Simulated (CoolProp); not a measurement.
Isohexane at several states: density (kg/m³) from the reference equation and from simpler models built on Tc = 224.6 °C, pc = 3043 kPa, ω = 0.280; each cubic takes its own stable root.

The numbers come from the reference Helmholtz-energy equation of state, Lemmon 2006 in CoolProp. It is a short technical equation, of lower accuracy than the large ones.

```csv
T (°C),p (kPa),phase,reference
-81.65,184,liquid,742.0
-75.45,22.8,liquid,736.6
55.15,34.1,gas,1.095
```

Question: How far does each simpler model (van der Waals, Redlich-Kwong, Peng-Robinson) lie from the reference over these 3 states: mean and median of the absolute difference, and the worst?

Answer: 
- van der Waals: mean 27.3 %, median 40.6 %, worst -40.6 % at -81.65 °C and 184 kPa
- Redlich-Kwong: mean 7.8 %, median 11.4 %, worst -11.5 % at -81.65 °C and 184 kPa
- Peng-Robinson: mean 0.5 %, median 0.5 %, worst +0.7 % at -75.45 °C and 22.8 kPa
